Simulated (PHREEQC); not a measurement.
Solution (25 °C and 50 atm): 0.24 mmol/kgw Pb(NO3)2 and 19 mmol/kgw KBr. Closed to the air; pH follows from the charge balance.

The numbers come from PHREEQC with the ion-association model, phreeqc.dat.

Precipitation was switched off in this run.

Task: What pH, specific conductance does the model give?

Result: pH 5.89; specific conductance 2620 µS/cm.

Task: In which forms is Pb present?

Result: Pb+2 60 %, PbBr+ 39 %, PbOH+ 0.6 % of the Pb.

Under pressure, the constants of complexes without a molar volume in the database are unreliable.
